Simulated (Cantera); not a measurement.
V + N2O (tantalum, niobium, vanadium and zirconium in process gases)

Feed: 1 mol V, 1.3 mol N2O, held at 1450 K.

Equilibrium computed with Cantera from the NASA thermochemical tables; the gas is ideal and each condensed phase is pure. Candidate condensed phases: V, VN, VO, V2O3, V2O4, V2O5; 13 gas species. Mutual solubility and eutectic melting of coexisting phases are not modelled. VN, VO: taken at fixed stoichiometry. Condensed phases not in the tables: the oxides between V2O3 and V2O5 other than VO2, solid solutions among these carbides, nitrides and lower oxides, V2N. Kinetics and transport are ignored.

```json
[
 {"P (Pa)": "0.100", "log p N2": "-6.00", "log p VO2": "-10.05", "log p VO": "-10.91", "log p V": "-13.19", "log p NO": "-14.22", "log p O": "-14.28", "n VO(s)": "0.400", "n V2O3(s)": "0.300", "n VN(s)": "0"},
 {"P (Pa)": "1.50", "log p N2": "-4.82", "log p VO2": "-10.05", "log p VO": "-10.91", "log p V": "-13.19", "log p NO": "-13.63", "log p O": "-14.28", "n VO(s)": "0.400", "n V2O3(s)": "0.300", "n VN(s)": "0"},
 {"P (Pa)": "22", "log p N2": "-3.66", "log p VO2": "-10.05", "log p VO": "-10.91", "log p V": "-13.19", "log p NO": "-13.05", "log p O": "-14.28", "n VO(s)": "0.400", "n V2O3(s)": "0.300", "n VN(s)": "0"},
 {"P (Pa)": "320", "log p N2": "-2.49", "log p VO2": "-10.05", "log p VO": "-10.91", "log p V": "-13.19", "log p NO": "-12.47", "log p O": "-14.28", "n VO(s)": "0.400", "n V2O3(s)": "0.300", "n VN(s)": "0"},
 {"P (Pa)": "4600", "log p N2": "-1.34", "log p VO2": "-9.97", "log p VO": "-10.99", "log p V": "<-13", "log p NO": "-11.74", "log p O": "<-13", "n VO(s)": "0", "n V2O3(s)": "0.433", "n VN(s)": "0.133"},
 {"P (Pa)": "68000", "log p N2": "-0.17", "log p VO2": "-9.78", "log p VO": "-11.18", "log p V": "<-12", "log p NO": "-10.76", "log p O": "<-12", "n VO(s)": "0", "n V2O3(s)": "0.433", "n VN(s)": "0.133"},
 {"P (Pa)": "1000000", "log p N2": "1.00", "log p VO2": "-9.58", "log p VO": "<-11", "log p V": "<-11", "log p NO": "-9.79", "log p O": "<-11", "n VO(s)": "0", "n V2O3(s)": "0.433", "n VN(s)": "0.133"}
]
```
log p: log10 of the partial pressure in bar; n: condensed amount in mol.

From 0.000750 Torr to 2.40 Torr the condensed part is VO(s) + V2O3(s). From 34.5 Torr to 7500 Torr the condensed part is VN(s) + V2O3(s).
